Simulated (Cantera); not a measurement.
A Cantera script and what it prints.

```python
import numpy as np
import cantera as ct

gas_names = """
    CL CL2 H HCL H2 Si SiCL SiCL2 SiCL3 SiCL4 SiH SiHCL3 SiH2 SiH2CL2 SiH3 SiH3CL SiH4 Si2 Si3
""".split()
cond_names = """
    Si(cr) Si(L)
""".split()


# ... load() reads the species with a 1 bar reference pressure and builds the phases ...
atoms = {
    'SiCl4': {'Si': 1, 'CL': 4},
    'Cl2': {'CL': 2},
    'H2': {'H': 2},
}
top_T = {}  # K; cautious upper limits of use, not melting points


# ... equilibrate(T, P, feed) seeds the gas with the atoms and calls Mixture.equilibrate('TP', solver="vcs", rtol=1e-11, max_steps=5000) ...
results = []
feed = {'SiCl4': 1, 'Cl2': 1.2, 'H2': 3.3}  # mol
T = 850  # K
P = 1700000  # Pa
mix = equilibrate(T, P, feed)
results.append((T, P, feed, dict(zip(mix.species_names, mix.species_moles))))
x = sorted(zip(gas.X, gas.species_names), reverse=True)
print(f"T = {T:g} K  P = {P:g} Pa  gas = {mix.phase_moles(0):.4g} mol")
print("   x: " + "  ".join(f"{s} {v:.3e}" for v, s in x if v > 1e-05))
print("   condensed (mol): " + ("  ".join(f"{mix.phase(i).name} {mix.phase_moles(i):.4g}"
      for i in range(1, mix.n_phases) if mix.phase_moles(i) > 1e-12) or "none"))
```

It prints:

```
T = 850 K  P = 1.7e+06 Pa  gas = 5.5 mol
   x: HCL 4.366e-01  H2 3.816e-01  SiCL4 1.816e-01  SiHCL3 2.633e-04
   condensed (mol): none
```

Method: chemical equilibrium by Gibbs-energy minimisation in Cantera with the NASA 1993 tables (ideal gas, pure condensed phases).
